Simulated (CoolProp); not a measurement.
Vapour-liquid equilibrium of R134a (1) + R141b (2) at 237.1 K; x and y are mole fractions of (1).

Model: multi-fluid Helmholtz-energy mixture model, Tillner-Roth 1994 and Lemmon 2006; pair parameters Bell 2016, in CoolProp.

| x | bubble pressure, mixture model (kPa) | bubble pressure, Raoult's law (kPa) | y, mixture model | y, Raoult's law |
|---|---|---|---|---|
| 0.05 | (withheld) | 6.953 | 0.599 | 0.451 |
| 0.2 | 23.96 | 15.76 | (withheld) | 0.796 |
| 0.35 | (withheld) | 24.57 | (withheld) | 0.894 |
| 0.5 | 42.49 | 33.38 | (withheld) | 0.940 |
| 0.65 | (withheld) | 42.19 | 0.958 | 0.967 |
| 0.8 | 53.92 | 51.00 | 0.973 | 0.984 |
| 0.95 | 60.24 | 59.81 | (withheld) | 0.997 |

Question: Complete the blanks.

Answer: 
- 0.05, bubble pressure, mixture model (kPa): 9.573
- 0.2, y, mixture model: 0.861
- 0.35, bubble pressure, mixture model (kPa): 34.73
- 0.35, y, mixture model: 0.918
- 0.5, y, mixture model: 0.942
- 0.65, bubble pressure, mixture model (kPa): 48.45
- 0.95, y, mixture model: 0.992

The largest gap from Raoult's law is +52.0 % in bubble pressure, at x = 0.2. No azeotrope shows between x = 0.05 and 0.95.

Pair parameters are fitted to limited data, so mixtures are less certain than the pure fluids. With so large a gap from Raoult's law the liquid may split in two, which this calculation doesn't test in full.
